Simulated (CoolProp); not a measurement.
Vapour-liquid equilibrium of R134a (1) + R245fa (2) at 0.212 MPa; x and y are mole fractions of (1).

Computed with CoolProp (multi-fluid Helmholtz-energy mixture model, Tillner-Roth 1994 and Akasaka 2015; pair parameters Akasaka 2014).

```csv
x,bubble temperature (K),y at the bubble point,dew temperature at overall composition x (K),liquid density (mol/L)
0.05,304.0,0.169,307.0,9.957
0.15,296.8,0.417,304.5,10.30
0.25,290.7,0.586,301.8,10.62
0.35,285.6,0.703,298.9,10.93
0.45,281.2,0.788,295.7,11.23
0.55,277.3,0.851,292.1,11.53
0.65,273.9,0.899,288.0,11.83
0.75,270.9,0.937,283.2,12.14
0.85,268.2,0.966,277.4,12.46
0.95,265.7,0.990,269.7,12.79
```

No azeotrope shows between x = 0.05 and 0.95.

Pair parameters are fitted to limited data, so mixtures are less certain than the pure fluids.
